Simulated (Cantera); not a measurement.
Charge: 1 mol Ti, 7.1 mol H2O, 41 mol H2, at 1000 K and 0.130 bar.

Equilibrium computed with Cantera from the NASA thermochemical tables; the gas is ideal and each condensed phase is pure. Candidate condensed phases: H2O, Ti, TiO, TiO2, Ti2O3, Ti3O5, Ti4O7; 12 gas species. Gases not in the tables: TiO(OH)2. The numbers say what is thermodynamically allowed, not how fast it happens.

Question: What is the equilibrium state?

Answer: 
| Quantity | Result |
|---|---|
| x(H2) | 0.894 |
| x(H2O) | 0.106 |
| n(TiO2(rutile)) | 1.00 mol |
| gas amount | 48.10 mol |
| log10 activity of Ti4O7(s) (absent) | -3.20 |
| log10 activity of Ti3O5(s) (absent) | -3.46 |
| log10 activity of Ti2O3(s) (absent) | -3.82 |
